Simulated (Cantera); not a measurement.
# Nitride etching: AlN + H2O + O2

Feed: 1 mol AlN, 14 mol H2O, 0.34 mol O2, held at 1775 °C.

Method: chemical equilibrium by Gibbs-energy minimisation in Cantera with the NASA 1993 tables (ideal gas, pure condensed phases). Candidate condensed phases: Al, AlN, Al2O3, H2O; 35 gas species. The tables' values for AlOH are old estimates; treat these amounts as uncertain. Gases not in the tables: Al(OH)3. The numbers say what is thermodynamically allowed, not how fast it happens.

| P (Pa) | x H2O | x H | x H2 | x O | x O2 | x OH | x N2 | n Al2O3(s) |
|---|---|---|---|---|---|---|---|---|
| 1 | 0.323 | 0.280 | 0.156 | 0.0815 | 0.0722 | 0.0630 | 0.0228 | 0.498 |
| 3.60 | 0.526 | 0.145 | 0.152 | 0.0379 | 0.0563 | 0.0548 | 0.0273 | 0.499 |
| 13 | 0.678 | 0.0700 | 0.127 | 0.0162 | 0.0371 | 0.0407 | 0.0304 | 0.500 |
| 46 | 0.777 | 0.0332 | 0.101 | 0.00659 | 0.0217 | 0.0278 | 0.0322 | 0.500 |
| 170 | 0.840 | 0.0154 | 0.0804 | 0.00242 | 0.0108 | 0.0175 | 0.0332 | 0.500 |
| 600 | 0.874 | 0.00752 | 0.0678 | 0.000848 | 0.00469 | 0.0106 | 0.0338 | 0.500 |
| 2200 | 0.893 | 0.00373 | 0.0610 | 0.000262 | 0.00165 | 0.00595 | 0.0342 | 0.500 |
| 7700 | 0.901 | 0.00195 | 0.0583 | 7.92e-5 | 0.000526 | 0.00328 | 0.0343 | 0.500 |
| 28000 | 0.905 | 0.00101 | 0.0572 | 2.23e-5 | 0.000151 | 0.00174 | 0.0344 | 0.500 |
| 100000 | 0.907 | 0.000534 | 0.0568 | 6.30e-6 | 4.31e-5 | 0.000928 | 0.0344 | 0.500 |
x: gas mole fraction; n: condensed amount in mol.

From 1.00 Pa to 1.00 bar the condensed part is Al2O3(s).
